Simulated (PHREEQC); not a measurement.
Dissolve 0.0042 mol (NH4)2SO4 and 3.8e-05 mol NaCl per kg of water at 20 °C. Closed to the air; pH follows from the charge balance.

All values are PHREEQC results (ion-association model, phreeqc.dat), not measurements.

Precipitation was switched off in this run.

Question: What pH, specific conductance does the model give?

Answer: pH 5.84; specific conductance 984 µS/cm.

Question: In which forms is N present?

Answer: NH4+ 97 %, NH4SO4- 3.2 % of the N.

Complexes and solids missing from the database can't appear.
